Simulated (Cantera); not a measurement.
Input: 1 mol C₃H₆, 9.5 mol H₂, 0.26 mol N₂, equilibrated at 0.173 Torr.

Equilibrium computed with Cantera from the NASA thermochemical tables; the gas is ideal and each condensed phase is pure. Candidate condensed phases: C, C₆H₆, C₇H₈, C₈H₁₈; 92 gas species. Equilibrium is a limit: real reactors are often held back by kinetics, nucleation or transport.

Over these rows the condensed part is C(graphite). Partial pressures as log10 of bar:

```csv
T (K),1000/T (1/K),log p HCN,log p H₂,log p H,log p N₂
1425,0.7018,-7.71,-3.65,-6.99,-5.33
1625,0.6154,?,-3.65,-5.98,-5.33
1825,0.5479,-6.66,-3.66,-5.19,-5.35
2025,0.4938,-6.33,-3.70,-4.57,-5.38
2225,0.4494,-6.13,-3.83,-4.11,-5.46
2425,0.4124,-6.09,-4.14,-3.82,-5.58
```

Q: Fit log p(HCN) = a + b·(1000/T) to the five rows, give the apparent enthalpy, and predict the row at 1625 K.

A: Means: 1000/T = 0.5211, log p = -6.584. Sxy = -0.298689, Sxx = 0.0510726, so b = -5.85 and a = -6.584 − (-5.85)×0.5211 = -3.54.
Apparent enthalpy: −19.145 × (-5.85) = 112 kJ/mol. With the condensed phases at unit activity, C(graphite) + 1/2 H₂(g) + 1/2 N₂(g) = HCN(g) links this pressure to the main gases: over the six rows their terms move log p by -0.37 in all, so the slope isn't that reaction's ΔH° alone. The five rows lie within 0.14 of the line; that is curvature, so one enthalpy describes this range poorly.
Prediction at 1625 K: -3.54 + (-5.85)×0.6154 = -7.14. The computed value is -7.11, 0.03 from the line.
